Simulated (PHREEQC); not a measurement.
## Metal-bearing waste water

Dissolve 46 mmol/kgw ZnSO4, 20 mmol/kgw ZnCl2, 0.89 mmol/kgw HCl and 49 mmol/kgw Na2SO4 at 25 °C. Closed to the air; pH follows from the charge balance.

All values are PHREEQC results (ion-association model, phreeqc.dat), not measurements.

Each row changes one thing in this solution. This is a speciation only: nothing precipitates in the calculation.

| case | pH | ionic strength (mol/kgw) | SO4-2 (mol/kgw) | Zn+2 (mol/kgw) | ZnSO4 (mol/kgw) | Zn(SO4)2-2 (mol/kgw) | SI of Zn(OH)2(e) (Zn(OH)2) |
|---|---|---|---|---|---|---|---|
| as made | 3.52 | 0.244 | 0.0463 | 0.0316 | 0.0245 | 0.00889 | -6.53 |
| HCl from 0.00089 to 0.000178 mol/kgw | 4.22 | 0.243 | 0.0465 | 0.0315 | 0.0246 | 0.00895 | -5.13 |
| ZnCl2 from 0.02 to 0.01 mol/kgw | 3.54 | 0.226 | 0.0491 | 0.0251 | 0.0220 | 0.00853 | -6.57 |
| ZnCl2 left out | 3.56 | 0.209 | 0.0527 | 0.0191 | 0.0189 | 0.00796 | -6.63 |
| HCl replaced by LiCl at the same molality | 5.58 | 0.244 | 0.0466 | 0.0315 | 0.0246 | 0.00895 | -2.41 |
| Na2SO4 left out | 3.36 | 0.150 | 0.0196 | 0.0416 | 0.0197 | 0.00317 | -6.64 |

Complexes and solids missing from the database can't appear.
